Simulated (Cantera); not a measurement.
# Premixed flame

A freely propagating, adiabatic, planar premixed flame of 10.2 % CH₄, 2.87 % H₂, 18.2 % O₂, 68.7 % N₂, equivalence ratio 1.2, unburnt at 348 K and 6.00 bar; unity-Lewis-number transport, grid criteria slope 0.08 and curve 0.16, no radiation.

Model: GRI-Mech 3.0 (53 species, 325 reactions), integrated in Cantera. Unity Lewis numbers drop preferential diffusion, which matters most where H2 and H carry the flame. Burning velocities carry a grid error of a few per cent, more on coarse grids.

```csv
z (mm),T (K),u (m/s),x CH₄,x H₂,x O₂,x NO₂,x CH₂O,x N₂O
-0.550,349,0.153,0.102,0.0287,0.182,1.93e-8,7.55e-7,<1e-8
-0.367,359,0.157,0.102,0.0287,0.181,2.90e-7,1.14e-5,<1e-8
-0.275,391,0.172,0.100,0.0287,0.178,1.17e-6,4.71e-5,<1e-8
-0.183,577,0.254,0.0898,0.0290,0.162,5.44e-6,0.000253,1.80e-8
-0.0917,1154,0.513,0.0546,0.0301,0.105,6.79e-6,0.000841,6.86e-8
-0.0458,1593,0.714,0.0260,0.0313,0.0588,1.35e-6,0.000719,1.06e-7
0,1987,0.897,0.00360,0.0310,0.0161,3.57e-8,0.000194,1.12e-7
0.0458,2116,0.955,9.74e-5,0.0288,0.00250,1.27e-8,1.34e-5,8.63e-8
0.0917,2147,0.967,4.02e-6,0.0289,0.000722,1.04e-8,6.12e-7,6.39e-8
0.183,2168,0.975,1.04e-7,0.0290,0.000192,<1e-8,1.47e-8,3.73e-8
0.367,2180,0.979,<1e-8,0.0290,4.57e-5,<1e-8,<1e-8,2.01e-8
0.734,2184,0.981,<1e-8,0.0289,1.42e-5,<1e-8,<1e-8,1.29e-8
1.47,2185,0.981,<1e-8,0.0289,9.04e-6,<1e-8,<1e-8,1.10e-8
```
x: mole fraction of selected species; z is measured from the peak of heat release.

```json
{
 "laminar_burning_velocity": "15.3 cm/s",
 "thermal_thickness": "0.183 mm",
 "peak x(CH₂O)": "0.000888",
 "grid_points": "135"
}
```
